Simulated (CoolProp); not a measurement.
Vapour-liquid equilibrium of n-butane (1) + cyclohexane (2) at 6.22 bar; x and y are mole fractions of (1).

Computed with CoolProp (multi-fluid Helmholtz-energy mixture model, Bücker 2006 and Zhou 2014; pair parameters Bell 2016).

Task: Give the bubble temperature and the first vapour's composition at x = 0.35, 0.5, 0.8. Is there an azeotrope?

Result: x = 0.35: 103.7 °C, y = 0.774; x = 0.5: 88.3 °C, y = 0.883; x = 0.8: 68.2 °C, y = 0.972. No azeotrope shows between x = 0.05 and 0.95.

The pair parameters rest on a limited set of measurements; away from them the model extrapolates.
